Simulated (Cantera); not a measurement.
A closed system holds: 1 mol n-butane, 0.035 mol O₂, 1.5 mol H₂, at 0.0133 bar.

Method: chemical equilibrium by Gibbs-energy minimisation in Cantera with the NASA 1993 tables (ideal gas, pure condensed phases). Candidate condensed phases: C, C₆H₆, C₇H₈, C₈H₁₈, H₂O; 110 gas species. The numbers say what is thermodynamically allowed, not how fast it happens.

Q: At 1048 K, list the 4 most abundant gas species with their mole fractions, and the condensed phases.

A: H₂ 0.989, CO 0.0106, CH₄ 0.000761, H₂O 2.62e-5. Condensed: C(graphite).
